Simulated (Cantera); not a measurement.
Feed: 1 mol Si₂H₆, 8.7 mol O₂, 17 mol H₂, equilibrated at 0.428 Torr.

These are equilibrium values from Cantera (NASA tables, ideal gas, pure condensed phases), not measurements of a reactor. Candidate condensed phases: H₂O, Si, SiO₂; 18 gas species. The feed counts by its element totals alone. Equilibrium is a limit: real reactors are often held back by kinetics, nucleation or transport. All values below are at 950 K.

Base state: H₂O 0.670, H₂ 0.330 (mole fractions); condensed: SiO₂(β-quartz).

### Question
What changes in the equilibrium state with this change: Si₂H₆ replaced by SiCl₄?

### Answer
| species | before | after |
|---|---|---|
| H₂O | 0.670 | 0.781 |
| HCl | 0 | 0.208 |
| O₂ | <1e-9 | 0.0104 |
| H₂ | 0.330 | 5.86e-9 |
| Cl₂ | 0 | 6.63e-5 |
| Cl | 0 | 6.03e-5 |
| SiO₂(β-quartz), mol | 2.00 | 1.00 |
